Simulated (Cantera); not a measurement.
Feed: 1 mol Si, 0.76 mol H2O, a varied amount of H2, 1 mol N2O, equilibrated at 1748.15 K and 75.0 Torr.

Method: chemical equilibrium by Gibbs-energy minimisation in Cantera with the NASA 1993 tables (ideal gas, pure condensed phases). Candidate condensed phases: H2O, Si, SiO2, Si2N2O, Si3N4; 35 gas species. Mutual solubility and eutectic melting of coexisting phases are not modelled. The tables hold silica as quartz up to 1696 K and as liquid above; real silica turns to tridymite and cristobalite and melts near 1996 K. Equilibrium is a limit: real reactors are often held back by kinetics, nucleation or transport.

x: gas mole fraction; n: condensed amount in mol.

```tsv
n(H2) (mol)	x H2	x N2	x SiO	x H	n SiO2(condensed)	n Si2N2O(s)
2.3	0.745	0.232	0.0228	0.000624	0.808	0.0492
3.2	0.784	0.190	0.0243	0.000641	0.798	0.0396
4	0.809	[?]	0.0255	0.000651	0.789	[?]
4.8	0.827	0.146	0.0266	0.000658	0.779	0.0210
5.6	0.841	0.131	0.0275	0.000663	0.769	0.0112
6.5	0.853	[?]	0.0284	0.000668	0.758	0
7.3	0.866	0.107	0.0260	0.000673	0.758	0
8.1	0.876	0.0989	0.0240	0.000677	0.757	0
8.9	0.885	0.0917	0.0223	0.000681	0.757	0
9.8	0.894	0.0847	0.0207	0.000684	0.756	0
11	0.903	0.0769	0.0188	0.000688	0.755	0
12	0.910	0.0714	0.0175	0.000690	0.754	0
```

**Question.** Complete the blanks.

**Answer.** 
- 4, x N2: 0.165
- 4, n Si2N2O(s): 0.0305
- 6.5, x N2: 0.118
